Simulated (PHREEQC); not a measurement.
Dissolve 0.002 mol HF and 0.0018 mol CsF per kg of water at 25 °C. Closed to the air; pH follows from the charge balance.

Equilibrium calculation in PHREEQC: ion-association model, wateq4f.dat.

| Quantity | Result |
|---|---|
| pH | 3.34 |
| ionic strength | 0.00229 mol/kgw |
| total alkalinity | -2.00 meq/kg |

| species | molality | activity | log γ |
|---|---|---|---|
| F- | 0.00227 | 0.00215 | -0.023 |
| Cs+ | 0.00180 | 0.00171 | -0.023 |
| HF | 0.00149 | 0.00149 | 0.000 |
| H+ | 0.000485 | 0.000462 | -0.021 |
| HF2- | 1.30e-5 | 1.23e-5 | -0.023 |
| H2F2 | 5.79e-6 | 5.80e-6 | 0.000 |

Precipitation was switched off in this run.
